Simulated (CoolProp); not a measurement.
R236EA at several states: density (kg/m³) from the reference equation and from simpler models built on Tc = 139.3 °C, pc = 34.14 bar, ω = 0.368; each cubic takes its own stable root.

The numbers come from the reference Helmholtz-energy equation of state, Rui 2013 in CoolProp.

| T (°C) | p (bar) | phase | reference | van der Waals | Redlich-Kwong | Soave-Redlich-Kwong | Peng-Robinson |
|---|---|---|---|---|---|---|---|
| 56.55 | 6.84 | liquid | 1319 | 42.74 | 44.36 | 1184 | 1343 |
| 35.25 | 60 | liquid | 1418 | 883.1 | 1242 | 1303 | 1471 |
| 56.25 | 7.71 | liquid | 1321 | 49.15 | 51.39 | 1186 | 1346 |

At some of these states van der Waals, Redlich-Kwong gives the other phase, because its saturation line lies elsewhere.
